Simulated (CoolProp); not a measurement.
A single-stage vapour-compression cycle with ethanol: evaporating at 305.15 K (dew point), condensing at 371.15 K (bubble point), superheat 5 K, subcooling 5 K, compressor efficiency 0.75, no pressure losses. Each further row changes one setting.

Values from CoolProp's reference Helmholtz-energy equation of state, Schroeder 2014.

```csv
case,cooling COP,pressure ratio,discharge temperature (K),refrigerating effect (kJ/kg),volumetric capacity (kJ/m³)
as stated,2.98,17.9,460.5,751,158
evaporating temperature 310.15 K,(withheld),(withheld),(withheld),(withheld),205
condensing temperature 366.15 K,3.27,15.0,451.1,766,161
subcooling 10 K,(withheld),17.9,460.5,766,161
superheat 15 K,2.95,17.9,471.5,766,(withheld)
compressor efficiency 0.65,(withheld),17.9,479.5,751,158
```

Problem. Some entries are withheld; supply them.

Solution. 
- evaporating temperature 310.15 K, cooling COP: 3.32
- evaporating temperature 310.15 K, pressure ratio: 13.7
- evaporating temperature 310.15 K, discharge temperature (K): 452.0
- evaporating temperature 310.15 K, refrigerating effect (kJ/kg): 758
- subcooling 10 K, cooling COP: 3.04
- superheat 15 K, volumetric capacity (kJ/m³): 156
- compressor efficiency 0.65, cooling COP: 2.58
